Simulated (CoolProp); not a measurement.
A closed Brayton cycle with nitrogen: compressor inlet 321.15 K and 7.2 MPa, high pressure 18.2 MPa, turbine inlet 955 K, compressor efficiency 0.89, turbine efficiency 0.93, recuperator effectiveness 0.9 (on enthalpy, no pinch check). Each further row changes one setting.

The numbers come from the reference Helmholtz-energy equation of state, Span 2000 in CoolProp.

| case | thermal efficiency (%) | net work (kJ/kg) | compressor to turbine work | compressor exit (K) | turbine exit (K) |
|---|---|---|---|---|---|
| as stated | 40.4 | 108 | 0.52 | 432.5 | 763.5 |
| turbine inlet 905 K | 38.3 | 96.4 | 0.55 | 432.5 | 721.9 |
| compressor inlet 331.15 K | 39.2 | 104 | 0.54 | 445.8 | 763.5 |
| high pressure 15.5 MPa | 40.2 | 95.6 | 0.50 | 411.0 | 793.9 |
| recuperator effectiveness 0.5 | 26.2 | 108 | 0.52 | 432.5 | 763.5 |
